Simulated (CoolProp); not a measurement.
A closed Brayton cycle with carbon dioxide: compressor inlet 329.15 K and 8.9 MPa, high pressure 19.1 MPa, turbine inlet 820 K, compressor efficiency 0.85, turbine efficiency 0.9, recuperator effectiveness 0 (on enthalpy, no pinch check). Each further row changes one setting.

Computed with CoolProp (reference Helmholtz-energy equation of state, Span 1996).

```tsv
case	thermal efficiency (%)	net work (kJ/kg)	compressor to turbine work	compressor exit (K)	turbine exit (K)
as stated	11.4	63.9	0.37	392.0	728.2
turbine inlet 770 K	11.4	56.9	0.40	392.0	681.6
compressor inlet 339.15 K	11.1	58.9	0.42	406.9	728.2
high pressure 16.2 MPa	9.1	52.2	0.35	378.1	747.6
recuperator effectiveness 0.5	17.6	63.9	0.37	392.0	728.2
```
